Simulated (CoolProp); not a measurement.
Properties of R1234yf at several states.

Model: reference Helmholtz-energy equation of state, Lemmon 2022, in CoolProp.

```tsv
T (°C)	p (bar)	phase	density (kg/m³)	speed of sound (m/s)	Joule-Thomson coefficient (K/MPa)	expansivity (1/kK)
-144.45	40.6	liquid	1563	1255	[?]	1.653
-51.75	0.136	gas	0.8496	[?]	48.18	4.653
27.75	17.6	liquid	1090	[?]	[?]	[?]
```

**Question.** Complete the blanks.

**Answer.** 
- -144.45, Joule-Thomson coefficient (K/MPa): -0.4589
- -51.75, speed of sound (m/s): 133.0
- 27.75, speed of sound (m/s): 448.7
- 27.75, Joule-Thomson coefficient (K/MPa): 0.01650
- 27.75, expansivity (1/kK): 3.406
